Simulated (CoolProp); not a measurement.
Tetradecamethylhexasiloxane (MD4M) along the isotherm 469.2 K: density (kg/m³) from the reference equation and from simpler models built on Tc = 653.2 K, pc = 8.286 bar, ω = 0.800; each cubic takes its own stable root.

Model: reference Helmholtz-energy equation of state, Thol 2019, in CoolProp.

```csv
p (bar),phase,reference
1.48,liquid,714.8
2.96,liquid,715.5
4.44,liquid,716.2
5.92,liquid,716.8
7.4,liquid,717.5
8.88,liquid,718.2
10.4,liquid,718.8
11.8,liquid,719.4
13.3,liquid,720.1
14.8,liquid,720.7
16.3,liquid,721.4
17.8,liquid,722.0
19.2,liquid,722.6
20.7,liquid,723.2
```

Problem. How far does each simpler model (Redlich-Kwong, Soave-Redlich-Kwong, Peng-Robinson) lie from the reference over these 14 states: mean and median of the absolute difference, and the worst?

Solution. 
- Redlich-Kwong: mean 18.7 %, median 18.6 %, worst -20.4 % at 469.2 K and 1.48 bar
- Soave-Redlich-Kwong: mean 10.3 %, median 10.3 %, worst -10.7 % at 469.2 K and 1.48 bar
- Peng-Robinson: mean 1.0 %, median 1.0 %, worst +1.3 % at 469.2 K and 20.7 bar
